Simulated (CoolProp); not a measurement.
Properties of cyclohexane along the isotherm 620 K.

The numbers come from the reference Helmholtz-energy equation of state, Zhou 2014 in CoolProp.

| p (kPa) | phase | cv (kJ/(kg K)) | Joule-Thomson coefficient (K/MPa) |
|---|---|---|---|
| 680 | gas | 2.663 | 4.346 |
| 1360 | gas | 2.673 | 4.632 |
| 2040 | gas | 2.685 | 4.958 |
| 2720 | gas | 2.699 | 5.329 |
| 3400 | gas | 2.715 | 5.750 |
| 4080 | gas | 2.733 | 6.222 |
| 4760 | supercritical | 2.754 | 6.724 |
| 5440 | supercritical | 2.777 | 7.162 |
| 6120 | supercritical | 2.799 | 7.253 |
